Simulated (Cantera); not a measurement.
An adiabatic, constant-volume homogeneous reactor starts with CH4 : C2H6 : O2 : N2 = 1 : 0.053 : 1.04 : 3.91 (molar parts), equivalence ratio 2.1, at 1648 K and 1.10 bar.

Cantera simulation using GRI-Mech 3.0 (53 species, 325 reactions); the numbers are that mechanism's predictions, not measurements.

x: mole fraction; the columns are a selection and need not sum to one.

```
t (s)     T (K)  P (bar)     x CH4   x C2H6     x O2       x O     x HCN
--------  -----  -------  --------  -------  -------  --------  --------
1.00e-5    1644     1.10     0.166  0.00828    0.173   1.08e-6    <1e-12
3.16e-5    1644     1.10     0.164      [?]    0.172       [?]  1.03e-11
0.000100   1758     1.20       [?]      [?]      [?]       [?]       [?]
0.000316   2802     2.27  3.41e-11   <1e-12  9.50e-5  0.000348   3.21e-7
0.00100    2799     2.27  3.22e-11   <1e-12  9.78e-5  0.000358   2.88e-7
0.00316    2799     2.27  3.22e-11   <1e-12  9.79e-5  0.000358   2.86e-7
0.0100     2799     2.27  3.22e-11   <1e-12  9.79e-5  0.000358   2.86e-7
0.0316     2799     2.27  3.22e-11   <1e-12  9.79e-5  0.000358   2.86e-7
0.100      2799     2.27  3.22e-11   <1e-12  9.79e-5  0.000358   2.86e-7
0.316      2799     2.27  3.22e-11   <1e-12  9.79e-5  0.000358   2.86e-7
1.00       2799     2.27  3.22e-11   <1e-12  9.79e-5  0.000358   2.86e-7
```

### Question
Fill in the missing entries.

### Answer

- 3.16e-5, x C2H6: 0.00741
- 3.16e-5, x O: 3.23e-6
- 0.000100, x CH4: 0.134
- 0.000100, x C2H6: 0.00414
- 0.000100, x O2: 0.149
- 0.000100, x O: 1.95e-5
- 0.000100, x HCN: 1.79e-9
